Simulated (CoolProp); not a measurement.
Toluene along the isobar 1370 kPa: density (kg/m³) from the reference equation and from simpler models built on Tc = 591.7 K, pc = 4126 kPa, ω = 0.266; each cubic takes its own stable root.

The numbers come from the reference Helmholtz-energy equation of state, Lemmon 2006 in CoolProp. It is a short technical equation, of lower accuracy than the large ones.

| T (K) | phase | reference |
|---|---|---|
| 395.5 | liquid | 768.8 |
| 402.9 | liquid | 761.1 |
| 410.3 | liquid | 753.2 |
| 417.7 | liquid | 745.1 |
| 425.1 | liquid | 736.9 |
| 432.5 | liquid | 728.6 |
| 439.9 | liquid | 720.0 |
| 447.3 | liquid | 711.2 |
| 454.7 | liquid | 702.2 |
| 462.1 | liquid | 692.9 |
| 469.5 | liquid | 683.2 |
| 476.9 | liquid | 673.3 |
| 484.2 | liquid | 663.0 |
| 491.6 | liquid | 652.1 |
| 499 | liquid | 640.7 |
| 506.4 | liquid | 628.6 |

Question: How far does each simpler model (van der Waals, Redlich-Kwong, Peng-Robinson) lie from the reference over these 16 states: mean and median of the absolute difference, and the worst?

Answer: 
- van der Waals: mean 64.2 %, median 41.1 %, worst -94.3 % at 506.4 K and 1370 kPa
- Redlich-Kwong: mean 25.2 %, median 15.4 %, worst -94.0 % at 506.4 K and 1370 kPa
- Peng-Robinson: mean 1.1 %, median 1.0 %, worst -2.8 % at 506.4 K and 1370 kPa

At some of these states van der Waals, Redlich-Kwong gives the other phase, because its saturation line lies elsewhere.
